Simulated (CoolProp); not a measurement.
Vapour-liquid equilibrium of R245fa (1) + isopentane (2) at 0.421 MPa; x and y are mole fractions of (1).

Computed with CoolProp (multi-fluid Helmholtz-energy mixture model, Akasaka 2015 and Lemmon 2006; pair parameters Bell 2016).

```tsv
x	bubble temperature, mixture model (K)	bubble temperature, Raoult's law (K)	y, mixture model	y, Raoult's law
0.05	342.7	348.3	0.185	0.083
0.125	335.4	346.3	0.363	0.197
0.2	330.6	344.5	[?]	0.300
0.275	327.6	342.7	[?]	0.393
0.35	[?]	341.1	[?]	0.479
0.425	324.5	339.5	0.618	0.557
0.5	323.8	338.0	0.642	0.630
0.575	323.4	336.6	0.661	0.697
0.65	323.2	335.3	0.680	0.759
0.725	323.2	334.1	0.701	0.817
0.8	323.5	332.9	0.731	0.871
0.875	324.4	331.7	0.782	0.922
0.95	326.7	330.6	0.879	0.970
```

Task: Fill in the missing entries.

Result: 
- 0.2, y, mixture model: 0.471
- 0.275, y, mixture model: 0.540
- 0.35, bubble temperature, mixture model (K): 325.7
- 0.35, y, mixture model: 0.586

The largest gap from Raoult's law is -15.4 K in bubble temperature, at x = 0.35. y crosses x between x = 0.65 and 0.725: the model has an azeotrope there.

The pair parameters rest on a limited set of measurements; away from them the model extrapolates. With so large a gap from Raoult's law the liquid may split in two, which this calculation doesn't test in full.
